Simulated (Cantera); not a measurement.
Thermodynamics of silicon carbide growth, feed SiH₄ + C₃H₈ + H₂ + HCl

Feed: 1 mol SiH₄, a varied amount of C₃H₈, 1.6 mol H₂, 0.055 mol HCl, at 2348.15 K and 0.0133 bar.

Cantera equilibrium calculation (NASA polynomials, part measured and part estimated; ideal gas, pure solids and liquids). Candidate condensed phases: C, C₆H₆, C₇H₈, C₈H₁₈, Si, SiC; 109 gas species. Mutual solubility and eutectic melting of coexisting phases are not modelled. The tables' values for SiCl are old estimates; treat these amounts as uncertain. Gases not in the tables: Si₂H₆ and higher silanes. Equilibrium is a limit: real reactors are often held back by kinetics, nucleation or transport.

| n(C₃H₈) (mol) | log p H₂ | log p Si | log p H | log p HCl | log p Si₂C | log p SiH | log p Si₂ | log p SiCl | n Si(l) | n SiC(s) |
|---|---|---|---|---|---|---|---|---|---|---|
| 0.0092 | -1.99 | -2.85 | -2.90 | -3.87 | -4.11 | -4.31 | -4.53 | -4.87 | 0.430 | 0 |
| 0.011 | -1.99 | -2.85 | -2.90 | -3.87 | -4.04 | -4.31 | -4.53 | -4.88 | 0.419 | 0 |
| 0.012 | -1.99 | -2.85 | -2.90 | -3.87 | -4.00 | -4.31 | -4.53 | -4.88 | 0.413 | 0 |
| 0.014 | -1.99 | -2.85 | -2.90 | -3.87 | -3.94 | -4.31 | -4.53 | -4.88 | 0.400 | 0 |
| 0.016 | -1.99 | -2.85 | -2.90 | -3.88 | -3.89 | -4.31 | -4.53 | -4.88 | 0.388 | 0 |
| 0.018 | -1.99 | -2.85 | -2.90 | -3.88 | -3.88 | -4.31 | -4.53 | -4.88 | 0.379 | 0.00405 |
| 0.021 | -1.99 | -2.85 | -2.90 | -3.88 | -3.88 | -4.31 | -4.53 | -4.88 | 0.368 | 0.0129 |
| 0.024 | -1.99 | -2.85 | -2.90 | -3.88 | -3.88 | -4.31 | -4.53 | -4.88 | 0.358 | 0.0217 |
| 0.028 | -1.99 | -2.85 | -2.90 | -3.88 | -3.88 | -4.31 | -4.53 | -4.88 | 0.343 | 0.0335 |
| 0.032 | -1.99 | -2.85 | -2.90 | -3.88 | -3.88 | -4.31 | -4.53 | -4.89 | 0.329 | 0.0453 |
| 0.037 | -1.99 | -2.85 | -2.90 | -3.88 | -3.88 | -4.31 | -4.53 | -4.89 | 0.311 | 0.0600 |
| 0.042 | -1.99 | -2.85 | -2.90 | -3.89 | -3.88 | -4.31 | -4.53 | -4.89 | 0.293 | 0.0748 |
| 0.048 | -1.99 | -2.85 | -2.90 | -3.89 | -3.88 | -4.31 | -4.53 | -4.89 | 0.271 | 0.0924 |
log p: log10 of the partial pressure in bar; n: condensed amount in mol.

From 0.0092 mol C₃H₈ to 0.016 mol C₃H₈ the condensed part is Si(l). From 0.018 mol C₃H₈ to 0.048 mol C₃H₈ the condensed part is Si(l) + SiC(s). The main Si-bearing gas is Si throughout. The share of Si in condensed phases is highest at 0.0092 mol C₃H₈ (43.0 %) and lowest at 0.048 mol C₃H₈ (36.4 %).
